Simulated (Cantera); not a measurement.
Input: 1 mol SiC, 0.021 mol CO₂, 530 mol H₂, at 1.00 bar.

These are equilibrium values from Cantera (NASA tables, ideal gas, pure condensed phases), not measurements of a reactor. Candidate condensed phases: C, C₆H₆, C₇H₈, C₈H₁₈, H₂O, Si, SiC, SiO₂; 123 gas species. Mutual solubility and eutectic melting of coexisting phases are not modelled. The tables hold silica as quartz up to 1696 K and as liquid above; real silica turns to tridymite and cristobalite and melts near 1996 K. Rates play no part. All values below are at 952 °C.

Base state: H₂ 1.000, CH₄ 7.96e-5 (mole fractions); condensed: SiC(s) + SiO₂(β-quartz).

Problem. What changes in the equilibrium state with this change: SiC replaced by Si?

Solution. 
```
species               before    after
-------------------  -------  -------
H₂                     1.000    1.000
CH₄                  7.96e-5  2.57e-5
SiC(s), mol            0.979  0.00738
SiO₂(β-quartz), mol   0.0208   0.0207
Si(s), mol                 0    0.971
```
